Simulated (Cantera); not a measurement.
Cantera run, input and output.

```python
import numpy as np
import cantera as ct

gas = ct.Solution("gri30.yaml", transport_model="mixture-averaged")
show = ['H2O', 'OH', 'CH3']

rows = []
print(f"{'T/K':>7s}{'rho':>11s}{'cp':>10s}{'mu':>11s}{'lambda':>11s}{'Pr':>7s}" + "".join(f"{'D_' + s:>11s}" for s in show))
for T in [400, 500, 600, 700, 800, 900, 1000]:
    gas.TPX = T, 14000, {'O2': 0.11, 'N2O': 0.67}
    Pr = gas.cp_mass * gas.viscosity / gas.thermal_conductivity
    D = [gas.mix_diff_coeffs_mole[gas.species_index(s)] for s in show]
    rows.append([gas.density, gas.cp_mass, gas.viscosity, gas.thermal_conductivity, Pr, *D])
    print(f"{T:7g}{gas.density:11.4e}{gas.cp_mass:10.1f}{gas.viscosity:11.4e}"
          f"{gas.thermal_conductivity:11.4e}{Pr:7.3f}" + "".join(f"{d:11.4e}" for d in D))
print("SI units: kg/m3, J/kg/K, Pa s, W/m/K, m2/s")
```

Result:

```
    T/K        rho        cp         mu     lambda     Pr      D_H2O       D_OH      D_CH3
    400 1.7814e-01     967.2 2.0106e-05 2.6518e-02  0.733 2.1971e-04 3.0713e-04 2.1883e-04
    500 1.4251e-01    1035.0 2.4264e-05 3.4229e-02  0.734 3.3906e-04 4.5385e-04 3.2676e-04
    600 1.1876e-01    1090.8 2.8060e-05 4.1700e-02  0.734 4.7946e-04 6.2151e-04 4.5064e-04
    700 1.0180e-01    1137.5 3.1573e-05 4.8880e-02  0.735 6.3909e-04 8.0867e-04 5.8925e-04
    800 8.9071e-02    1177.0 3.4860e-05 5.5766e-02  0.736 8.1651e-04 1.0142e-03 7.4170e-04
    900 7.9174e-02    1210.3 3.7962e-05 6.2373e-02  0.737 1.0106e-03 1.2372e-03 9.0725e-04
   1000 7.1257e-02    1237.2 4.0909e-05 6.8724e-02  0.736 1.2203e-03 1.4769e-03 1.0853e-03
SI units: kg/m3, J/kg/K, Pa s, W/m/K, m2/s
```

Cantera simulation using GRI-Mech 3.0 (53 species, 325 reactions); the numbers are that mechanism's predictions, not measurements.
